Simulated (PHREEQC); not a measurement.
Make-up at 25 °C: 0.0054 mol Cu(NO3)2 and 0.0014 mol H2SO4 per kg of water. Closed to the air; pH follows from the charge balance.

The numbers come from PHREEQC with the ion-association model, phreeqc.dat.

Each row changes one thing in this solution. Precipitation was switched off in this run.

| case | pH | ionic strength (mol/kgw) | SO4-2 (mol/kgw) | HSO4- (mol/kgw) |
|---|---|---|---|---|
| as made | 2.62 | 0.0188 | 0.000920 | 0.000143 |
| Cu(NO3)2 from 0.0054 to 0.027 mol/kgw | 2.64 | 0.0826 | 0.000701 | 7.75e-5 |
| Cu(NO3)2 left out | 2.62 | 0.00375 | 0.00117 | [?] |
| temperature from 25 to 20 °C | 2.62 | 0.0188 | 0.000935 | 0.000132 |
| diluted 5-fold with water | [?] | 0.00394 | 0.000240 | 9.87e-6 |

Question: Complete the blanks.

Answer: 
- Cu(NO3)2 left out, HSO4- (mol/kgw): 0.000227
- diluted 5-fold with water, pH: 3.29
